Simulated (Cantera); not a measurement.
Ignition delay

Mixture: H₂ : O₂ : N₂ = 1 : 0.538 : 2.02 (molar parts), equivalence ratio 0.93, at 500000 Pa, adiabatic and at constant pressure. Ignition delay is the time to a rise of 400 K.

Computed with Cantera and GRI-Mech 3.0 (53 species, 325 reactions). The hydrogen kinetics of GRI-Mech 3.0 are dated; newer H2 mechanisms differ, most at raised pressure.

| T0 (K) | delay (ms) |
|---|---|
| 975 | 22.0 |
| 1050 | 2.75 |
| 1125 | 0.151 |
| 1200 | 0.0158 |
| 1275 | 0.00789 |
| 1350 | 0.00510 |
| 1425 | 0.00369 |

```
Property                                               Result
--------------------------------------------------  ---------
apparent activation energy between 1275 and 1425 K  77 kJ/mol
```
